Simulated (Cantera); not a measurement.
Feed: 1 mol SiH2Cl2, a varied amount of N2, at 1200 K and 24.0 Torr.

These are equilibrium values from Cantera (NASA tables, ideal gas, pure condensed phases), not measurements of a reactor. Candidate condensed phases: NH4Cl, Si, Si3N4; 28 gas species. N2 is the only nitrogen source here; it is nearly inert below about 1500 K, so the nitride shown seldom forms there in practice. Equilibrium is a limit: real reactors are often held back by kinetics, nucleation or transport.

Q: What share of the Si ends up in condensed phases as a function of n(N2) (mol), at 6.5, 8.6, 11, 15, 20, 27, 35, 47, 62, 83, 110, 150?

A: 
```csv
n(N2) (mol),Si condensed (%),as
6.5,82.1,Si3N4(s)
8.6,83.1,Si3N4(s)
11,83.9,Si3N4(s)
15,84.8,Si3N4(s)
20,85.7,Si3N4(s)
27,86.6,Si3N4(s)
35,87.4,Si3N4(s)
47,88.2,Si3N4(s)
62,88.9,Si3N4(s)
83,89.6,Si3N4(s)
110,90.3,Si3N4(s)
150,91.0,Si3N4(s)
```
